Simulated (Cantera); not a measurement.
## Equilibrium for carbon deposition, reforming and gasification: CO + CO2 + H2

A closed system holds: 1 mol CO, 2.3 mol CO2, 0.44 mol H2, equilibrated at 7.80 bar.

Method: chemical equilibrium by Gibbs-energy minimisation in Cantera with the NASA 1993 tables (ideal gas, pure condensed phases). Candidate condensed phases: C, C6H6, C7H8, C8H18, H2O; 110 gas species. Rates play no part.

From 2573 K to 2973 K nothing is condensed. The main C-bearing gas is CO2 throughout.

| T (K) | x CO2 | x CO | x H2O | x OH | x O2 | x H2 | x H | x O |
|---|---|---|---|---|---|---|---|---|
| 2573 | 0.506 | 0.374 | 0.103 | 0.00261 | 0.000674 | 0.0120 | 0.00134 | 0.000191 |
| 2623 | 0.504 | 0.375 | 0.103 | 0.00340 | 0.00109 | 0.0117 | 0.00163 | 0.000305 |
| 2673 | 0.501 | 0.377 | 0.102 | 0.00436 | 0.00171 | 0.0115 | 0.00197 | 0.000476 |
| 2723 | 0.498 | 0.378 | 0.101 | 0.00552 | 0.00262 | 0.0114 | 0.00237 | 0.000729 |
| 2773 | 0.493 | 0.381 | 0.100 | 0.00691 | 0.00393 | 0.0112 | 0.00282 | 0.00109 |
| 2823 | 0.486 | 0.384 | 0.0990 | 0.00854 | 0.00572 | 0.0111 | 0.00335 | 0.00161 |
| 2873 | 0.478 | 0.389 | 0.0973 | 0.0104 | 0.00810 | 0.0111 | 0.00396 | 0.00232 |
| 2923 | 0.468 | 0.395 | 0.0952 | 0.0125 | 0.0111 | 0.0111 | 0.00467 | 0.00326 |
| 2973 | 0.455 | 0.401 | 0.0928 | 0.0149 | 0.0149 | 0.0111 | 0.00549 | 0.00450 |
x: gas mole fraction; nothing condenses.
